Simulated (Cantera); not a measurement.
Tantalum, niobium, vanadium and zirconium in process gases: Zr + H₂O + N₂

Input: 1 mol Zr, 0.13 mol H₂O, 30 mol N₂, equilibrated at 0.0133 bar.

Cantera equilibrium calculation (NASA polynomials, part measured and part estimated; ideal gas, pure solids and liquids). Candidate condensed phases: H₂O, Zr, ZrN, ZrO₂; 28 gas species. Mutual solubility and eutectic melting of coexisting phases are not modelled. ZrN: taken at fixed stoichiometry. Condensed phases not in the tables: solid solutions among these carbides, nitrides and lower oxides. The numbers say what is thermodynamically allowed, not how fast it happens.

| T (K) | x N₂ | x H | x H₂ | x ZrO | x ZrO₂ | x Zr | x O | x N | n ZrN(s) | n ZrO₂(monoclinic) | n ZrO₂(tetragonal) |
|---|---|---|---|---|---|---|---|---|---|---|---|
| 1275 | 0.996 | 4.23e-7 | 0.00438 | <1e-12 | <1e-12 | <1e-12 | <1e-12 | <1e-12 | 0.935 | 0.0650 | 0 |
| 1375 | 0.996 | 1.96e-6 | 0.00438 | <1e-12 | <1e-12 | <1e-12 | <1e-12 | <1e-12 | 0.935 | 0.0650 | 0 |
| 1475 | 0.996 | 7.43e-6 | 0.00438 | <1e-12 | <1e-12 | <1e-12 | <1e-12 | <1e-12 | 0.935 | 0.0650 | 0 |
| 1575 | 0.996 | 2.38e-5 | 0.00437 | <1e-12 | <1e-12 | <1e-12 | <1e-12 | 3.26e-12 | 0.935 | 0 | 0.0650 |
| 1675 | 0.996 | 6.63e-5 | 0.00435 | 4.51e-12 | <1e-12 | <1e-12 | <1e-12 | 2.90e-11 | 0.935 | 0 | 0.0650 |
| 1775 | 0.996 | 0.000164 | 0.00430 | 1.13e-10 | 6.68e-12 | <1e-12 | 1.14e-11 | 2.01e-10 | 0.935 | 0 | 0.0650 |
| 1875 | 0.995 | 0.000368 | 0.00420 | 2.00e-9 | 1.11e-10 | <1e-12 | 1.06e-10 | 1.14e-9 | 0.935 | 0 | 0.0650 |
| 1975 | 0.995 | 0.000750 | 0.00401 | 2.63e-8 | 1.38e-9 | 1.36e-11 | 7.83e-10 | 5.41e-9 | 0.935 | 0 | 0.0650 |
| 2075 | 0.995 | 0.00140 | 0.00368 | 2.68e-7 | 1.34e-8 | 2.26e-10 | 4.78e-9 | 2.21e-8 | 0.935 | 0 | 0.0650 |
| 2175 | 0.994 | 0.00239 | 0.00318 | 2.20e-6 | 1.05e-7 | 2.89e-9 | 2.48e-8 | 7.96e-8 | 0.935 | 0 | 0.0650 |
| 2275 | 0.994 | 0.00370 | 0.00253 | 1.49e-5 | 6.83e-7 | 2.96e-8 | 1.11e-7 | 2.56e-7 | 0.935 | 0 | 0.0647 |
| 2375 | 0.993 | 0.00516 | 0.00179 | 8.57e-5 | 3.78e-6 | 2.47e-7 | 4.41e-7 | 7.46e-7 | 0.934 | 0 | 0.0636 |
| 2475 | 0.992 | 0.00650 | 0.00111 | 0.000426 | 1.82e-5 | 1.74e-6 | 1.56e-6 | 2.00e-6 | 0.929 | 0 | 0.0581 |
| 2575 | 0.990 | 0.00747 | 0.000620 | 0.00186 | 7.72e-5 | 1.05e-5 | 5.04e-6 | 4.94e-6 | 0.907 | 0 | 0.0348 |
x: gas mole fraction; n: condensed amount in mol.

From 1275 K to 1475 K the condensed part is ZrN(s) + ZrO₂(monoclinic). From 1575 K to 2575 K the condensed part is ZrN(s) + ZrO₂(tetragonal).
